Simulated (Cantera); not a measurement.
Input: 1 mol SiCl4, 1.4 mol Cl2, 16 mol H2, equilibrated at 548.15 K and 8.00 bar.

Method: chemical equilibrium by Gibbs-energy minimisation in Cantera with the NASA 1993 tables (ideal gas, pure condensed phases). Candidate condensed phases: Si; 19 gas species. The numbers say what is thermodynamically allowed, not how fast it happens.

Base state: H2 0.793, HCl 0.152, SiCl4 0.0543 (mole fractions); condensed: gas only.

Problem. What changes in the equilibrium state with this change: Cl2 from 1.4 to 1 mol?

Solution. 
| species | before | after |
|---|---|---|
| H2 | 0.793 | 0.833 |
| HCl | 0.152 | 0.111 |
| SiCl4 | 0.0543 | 0.0556 |

Problem. What changes in the equilibrium state with this change: temperature from 548.15 K to 948 K?

Solution. 
```csv
species,before,after
H2,0.793,0.792
HCl,0.152,0.153
SiCl4,0.0543,0.0531
SiHCl3,2.04e-6,0.00123
```

Problem. What changes in the equilibrium state with this change: SiCl4 replaced by Si?

Solution. 
```tsv
species	before	after
H2	0.793	0.949
SiHCl3	2.04e-6	0.0316
SiCl4	0.0543	0.0174
HCl	0.152	3.75e-6
SiH2Cl2	<1e-9	0.00241
SiH3Cl	<1e-9	3.36e-5
Si(s), mol	0	0.149
```
